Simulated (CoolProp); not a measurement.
Vapour-liquid equilibrium of propane (1) + R113 (2) at -23.75 °C; x and y are mole fractions of (1).

Computed with CoolProp (multi-fluid Helmholtz-energy mixture model, Lemmon 2009 and Marx 1992; pair parameters Bell 2016).

| x | bubble pressure (MPa) | y at the bubble point | dew pressure at overall composition x (MPa) | liquid density (mol/L) |
|---|---|---|---|---|
| 0.05 | 0.01858 | 0.785 | 0.004381 | ? |
| 0.2 | ? | 0.940 | 0.005191 | 9.533 |
| 0.35 | 0.09234 | 0.967 | 0.006369 | 10.02 |
| 0.5 | ? | ? | 0.008238 | 10.54 |
| 0.65 | 0.1478 | 0.987 | 0.01166 | 11.11 |
| 0.8 | 0.1739 | 0.993 | 0.01992 | ? |
| 0.95 | 0.2025 | ? | ? | 12.43 |

Problem. Some entries are withheld; supply them.

Solution. 
- 0.05, liquid density (mol/L): 9.088
- 0.2, bubble pressure (MPa): 0.05834
- 0.5, bubble pressure (MPa): 0.1215
- 0.5, y at the bubble point: 0.979
- 0.8, liquid density (mol/L): 11.74
- 0.95, y at the bubble point: 0.998
- 0.95, dew pressure at overall composition x (MPa): 0.06753

No azeotrope shows between x = 0.05 and 0.95.

Pair parameters are fitted to limited data, so mixtures are less certain than the pure fluids.
